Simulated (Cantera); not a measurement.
Mixture: 5.32 % CH4, 0.463 % CO, 19.8 % O2, 74.4 % N2, equivalence ratio 0.55, at 17.8 atm, adiabatic and at constant volume. Ignition delay is the time to a rise of 400 K.

Detailed kinetics in Cantera: GRI-Mech 3.0 (53 species, 325 reactions). The pressure lies above the range GRI-Mech 3.0 was tuned for (to about 10 atm).

Question: Predict: delay at 1225 K; delay at 1300 K; delay at 1375 K; delay at 1450 K; delay at 1525 K; apparent activation energy between 1375 and 1525 K.

Answer: 
```json
{
 "delay at 1225 K": "1.52 ms",
 "delay at 1300 K": "0.630 ms",
 "delay at 1375 K": "0.284 ms",
 "delay at 1450 K": "0.136 ms",
 "delay at 1525 K": "69.4 µs",
 "apparent activation energy between 1375 and 1525 K": "160 kJ/mol"
}
```
